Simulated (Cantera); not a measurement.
Silicon etching in halogen gases: Si + HBr + N2

Charge: 1 mol Si, a varied amount of HBr, 18 mol N2, at 1448.15 K and 0.000350 bar.

Cantera equilibrium calculation (NASA polynomials, part measured and part estimated; ideal gas, pure solids and liquids). Candidate condensed phases: Br2, Si, Si3N4; 28 gas species. N2 is the only nitrogen source here; it is nearly inert below about 1500 K, so the nitride shown seldom forms there in practice. The tables' values for SiBr3, SiBr are old estimates; treat these amounts as uncertain. The numbers say what is thermodynamically allowed, not how fast it happens.

```tsv
n(HBr) (mol)	log p N2	log p HBr	log p H2	log p Br	log p SiBr2	log p SiBr3	log p SiBr4	n Si3N4(s)
2.5	-3.52	-4.73	-4.91	-5.22	-5.04	-7.45	-8.51	0.154
2.8	-3.52	-4.69	-4.87	-5.20	-4.99	-7.38	-8.42	0.130
3.2	-3.53	-4.64	-4.82	-5.18	-4.93	-7.30	-8.32	0.0972
3.7	-3.54	-4.59	-4.77	-5.15	-4.88	-7.22	-8.21	0.0559
4.2	-3.55	-4.55	-4.73	-5.13	-4.83	-7.15	-8.12	0.0142
4.8	-3.56	-4.47	-4.71	-5.06	-4.82	-7.08	-7.98	0
5.5	-3.58	-4.39	-4.70	-4.98	-4.84	-7.01	-7.83	0
6.2	-3.59	-4.32	-4.69	-4.92	-4.85	-6.97	-7.72	0
7.1	-3.61	-4.25	-4.68	-4.86	-4.87	-6.92	-7.61	0
8.1	-3.63	-4.19	-4.68	-4.80	-4.89	-6.88	-7.52	0
9.3	-3.65	-4.14	-4.67	-4.75	-4.91	-6.85	-7.44	0
11	-3.68	-4.07	-4.66	-4.69	-4.94	-6.82	-7.35	0
```
log p: log10 of the partial pressure in bar; n: condensed amount in mol.

From 2.5 mol HBr to 4.2 mol HBr the condensed part is Si3N4(s). From 4.8 mol HBr to 11 mol HBr nothing is condensed. The main Si-bearing gas is SiBr2 throughout.
